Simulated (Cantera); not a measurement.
Cantera run:

```python
import numpy as np
import cantera as ct

gas_names = """
    CL CL2 H HCL H2 Si SiCL SiCL2 SiCL3 SiCL4 SiH SiHCL3 SiH2 SiH2CL2 SiH3 SiH3CL SiH4 Si2 Si3
""".split()
cond_names = """
    Si(cr) Si(L)
""".split()


# ... load() reads the species with a 1 bar reference pressure and builds the phases ...
atoms = {
    'SiCl4': {'Si': 1, 'CL': 4},
    'HCl': {'H': 1, 'CL': 1},
    'H2': {'H': 2},
}
top_T = {}  # K; cautious upper limits of use, not melting points


# ... equilibrate(T, P, feed) seeds the gas with the atoms and calls Mixture.equilibrate('TP', solver="vcs", rtol=1e-11, max_steps=5000) ...
results = []
feed = {'SiCl4': 1, 'HCl': 5.8, 'H2': 0.74}  # mol
T = 598  # K
P = 13332.2  # Pa
mix = equilibrate(T, P, feed)
results.append((T, P, feed, dict(zip(mix.species_names, mix.species_moles))))
print(gas.report(threshold=0.001))
for i in range(1, mix.n_phases):
    print(f"{mix.phase(i).name:16s} {mix.phase_moles(i):12.5e} mol")
```

Output:

```
       temperature   598 K
          pressure   13332 Pa
           density   0.13615 kg/m^3
  mean mol. weight   50.774 kg/kmol
   phase of matter   gas

                          1 kg             1 kmol
                     ---------------   ---------------
          enthalpy       -2.9031e+06        -1.474e+08  J
   internal energy        -3.001e+06       -1.5237e+08  J
           entropy            4917.4        2.4967e+05  J/K
    Gibbs function       -5.8436e+06        -2.967e+08  J
 heat capacity c_p            772.71             39233  J/K
 heat capacity c_v            608.95             30919  J/K

                      mass frac. Y      mole frac. X     chem. pot. / RT
                     ---------------   ---------------   ---------------
               HCL           0.55235           0.76923           -44.005
                H2         0.0038968          0.098143           -20.736
             SiCL4           0.44376           0.13263           -179.37
     [  +16 minor]        1.1837e-06        4.4374e-07

Si(cr)            0.00000e+00 mol
```

Method: chemical equilibrium by Gibbs-energy minimisation in Cantera with the NASA 1993 tables (ideal gas, pure condensed phases).
